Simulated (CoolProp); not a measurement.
A simple Rankine cycle with c-C4F8 (RC318): condensing at 314.15 K, boiler at 2.23 MPa, turbine inlet 379.3 K, turbine efficiency 0.65, pump efficiency 0.6, no recuperator. Each further row changes one setting.

The numbers come from the reference Helmholtz-energy equation of state, Platzer 1990 in CoolProp. This equation is an older, rougher fit; its heat capacities, sound speeds and derivatives of the liquid may be far off and weren't checked against measurements.

```tsv
case	thermal efficiency (%)	net work (kJ/kg)	heat in (kJ/kg)	turbine exit temperature (K)	volume ratio over the turbine
as stated	6.8	8.77	129	341.5	6.45
turbine inlet 399.3 K	6.8	10.5	155	368.5	5.43
condensing temperature 306.15 K	7.6	10.6	139	338.1	8.24
boiler pressure 1.56 MPa	5.7	8.12	143	357.5	3.54
turbine efficiency 0.55	5.5	7.11	129	343.4	6.50
```
